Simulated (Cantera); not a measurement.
## SiH4 + NH3 + N2 (silicon nitride deposition)

A closed system holds: 1 mol SiH4, 31 mol NH3, 3.6 mol N2, equilibrated at 0.113 Torr.

Cantera equilibrium calculation (NASA polynomials, part measured and part estimated; ideal gas, pure solids and liquids). Candidate condensed phases: Si, Si3N4; 18 gas species. The tables' values for SiN are old estimates; treat these amounts as uncertain. Gases not in the tables: Si2H6 and higher silanes. Rates play no part.

```tsv
T (K)	x H2	x N2	x H	x Si	x SiH	x Si2N	n Si3N4(s)	n Si(s)	n Si(l)
1050	0.725	0.275	5.64e-7	<1e-12	<1e-12	<1e-12	0.333	0	0
1150	0.725	0.275	5.19e-6	3.50e-12	<1e-12	<1e-12	0.333	0	0
1250	0.725	0.275	3.36e-5	1.17e-9	1.34e-10	<1e-12	0.333	0	0
1350	0.724	0.275	0.000166	1.63e-7	1.08e-8	4.11e-10	0.333	0	0
1450	0.724	0.275	0.000657	1.14e-5	4.72e-7	9.21e-8	0.333	0	0
1550	0.715	0.282	0.00218	0.000221	6.03e-6	2.40e-6	0	0.984	0
1650	0.711	0.281	0.00625	0.00179	3.37e-5	1.47e-5	0	0.872	0
1750	0.696	0.277	0.0158	0.0100	0.000135	5.66e-5	0	0	0.281
1850	0.676	0.273	0.0362	0.0140	0.000140	1.71e-5	0	0	0
1950	0.643	0.268	0.0750	0.0139	0.000104	3.11e-6	0	0	0
2050	0.586	0.259	0.142	0.0134	7.62e-5	6.35e-7	0	0	0
```
x: gas mole fraction; n: condensed amount in mol.

From 1050 K to 1450 K the condensed part is Si3N4(s). From 1550 K to 1650 K the condensed part is Si(s). At 1750 K the condensed part is Si(l). From 1850 K to 2050 K nothing is condensed.
